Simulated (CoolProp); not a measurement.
Properties of carbon dioxide at several states.

The numbers come from the reference Helmholtz-energy equation of state, Span 1996 in CoolProp.

| T (K) | p (bar) | phase | cp (kJ/(kg K)) | isothermal compressibility (1/MPa) | viscosity (µPa s) | conductivity (mW/(m K)) |
|---|---|---|---|---|---|---|
| 848.7 | 3.48 | gas | 1.188 | 2.872 | 36.5 | 60.1 |
| 389.7 | 30.3 | gas | 1.027 | 0.3517 | 19.7 | 25.4 |
| 606.2 | 12.2 | gas | 1.088 | 0.8220 | 28.2 | 41.8 |

Viscosity comes from a separate model (Laesecke 2017). Thermal conductivity comes from a separate model (Huber 2016).
